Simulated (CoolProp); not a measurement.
Properties of o-xylene along the isobar 0.101 MPa (Tc = 357.1 °C, pc = 3.737 MPa, ω = 0.312).

The numbers come from the reference Helmholtz-energy equation of state, Zhou 2012 in CoolProp.

```
T (°C)   phase         Z  Joule-Thomson coefficient (K/MPa)  conductivity (mW/(m K))  fugacity coefficient
------  ------  --------  ---------------------------------  -----------------------  --------------------
89.05   liquid  0.004338                                  …                      114                0.1754
93.05   liquid  0.004309                            -0.3688                      113                0.2027
96.95   liquid         …                            -0.3629                      112                0.2325
100.85  liquid  0.004256                            -0.3568                      111                0.2658
104.85  liquid  0.004230                            -0.3505                      110                0.3037
108.75  liquid  0.004205                            -0.3443                      109                0.3448
112.75  liquid  0.004181                            -0.3378                      108                0.3914
116.65  liquid         …                            -0.3313                      107                0.4415
120.55  liquid  0.004135                            -0.3247                      106                0.4965
124.55  liquid  0.004113                            -0.3178                      105                0.5583
128.45  liquid  0.004092                            -0.3109                      105                0.6242
132.45  liquid  0.004071                            -0.3037                      104                0.6979
136.35  liquid  0.004052                            -0.2965                      103                     …
140.25  liquid  0.004033                            -0.2892                      102                0.8607
```

Task: What belongs in the gaps?

Result: 
- 89.05, Joule-Thomson coefficient (K/MPa): -0.3749
- 96.95, Z: 0.004282
- 116.65, Z: 0.004157
- 136.35, fugacity coefficient: 0.7761

Thermal conductivity comes from a separate model (Mylona 2014).
